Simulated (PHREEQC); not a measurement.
4.2 g of hydrous ferric oxide (600 m²/g; 0.2 weak and 0.005 strong sites per Fe, Dzombak-Morel constants, diffuse double layer) in 1 kg of water with 0.05 mol/kgw of an inert sodium salt and 0.00041 mol PbCl2, 0.00011 mol MgCl2 and 0.00025 mol CuSO4, at 25 °C; the pH is set by adding NaOH or the inert anion's acid. Oxygen alone is held at its pressure in air (log pO2 = -0.68). CO2 from the air is kept out. Nothing may precipitate in this run.

The series has 13 steps of pH, from 4 to 12.

Equilibrium calculation in PHREEQC: ion-association model, wateq4f.dat.

Task: Near which pH is half of the Mg sorbed, and on which side is more sorbed?

Result: Near pH 7.6, with more sorbed at higher pH.

Task: Near which pH is half of the S sorbed, and on which side is more sorbed?

Result: Near pH 7.1, with more sorbed at lower pH.

Task: Near which pH is half of the Cu sorbed, and on which side is more sorbed?

Result: Near pH 4.6, with more sorbed at higher pH.

Species that the database lacks are ignored. The database's constant for dissolved Cu(OH)2 is higher than later reviews accept.
